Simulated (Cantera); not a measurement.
Chlorosilane synthesis and conversion: SiCl4 + HCl + H2

Feed: 1 mol SiCl4, 1.9 mol HCl, 0.59 mol H2, equilibrated at 1098.15 K and 19000 Pa.

Cantera equilibrium calculation (NASA polynomials, part measured and part estimated; ideal gas, pure solids and liquids). Candidate condensed phases: Si; 19 gas species. The tables' values for SiCl3 are old estimates; treat these amounts as uncertain. Kinetics and transport are ignored.

```json
{
  "x(HCl)": "0.546",
  "x(SiCl4)": "0.285",
  "x(H2)": "0.168",
  "x(SiHCl3)": "0.00127",
  "x(SiCl3)": "0.000391",
  "x(SiCl2)": "7.54e-6",
  "gas_amount": "3.491 mol",
  "log10 activity of Si(s) (absent)": "-5.68"
}
```
